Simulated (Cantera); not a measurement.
Feed: 1 mol SiO2, 36 mol H2, 3.9 mol N2, at 10000 Pa.

Method: chemical equilibrium by Gibbs-energy minimisation in Cantera with the NASA 1993 tables (ideal gas, pure condensed phases). Candidate condensed phases: H2O, Si, SiO2, Si2N2O, Si3N4; 35 gas species. N2 is the only nitrogen source here; it is nearly inert below about 1500 K, so the nitride shown seldom forms there in practice. Mutual solubility and eutectic melting of coexisting phases are not modelled. The tables hold silica as quartz up to 1696 K and as liquid above; real silica turns to tridymite and cristobalite and melts near 1996 K. Rates play no part.

### Question
Which condensed phases are stable at each of these points (T (K)): 873, 1073, 1273, 1473, 1673, 1873, 2073?

### Answer
```
T (K)            condensed phases  Si condensed (%)
-----  --------------------------  ----------------
873    SiO2(β-quartz) + Si2N2O(s)             100.0
1073   SiO2(β-quartz) + Si2N2O(s)             100.0
1273   SiO2(β-quartz) + Si2N2O(s)             100.0
1473   SiO2(β-quartz) + Si2N2O(s)              99.8
1673               SiO2(β-quartz)              95.4
1873              SiO2(condensed)              64.9
2073                     gas only               0.0
```

From 873 K to 1473 K the condensed part is SiO2(β-quartz) + Si2N2O(s). At 1673 K the condensed part is SiO2(β-quartz). At 1873 K the condensed part is SiO2(condensed). At 2073 K nothing is condensed.
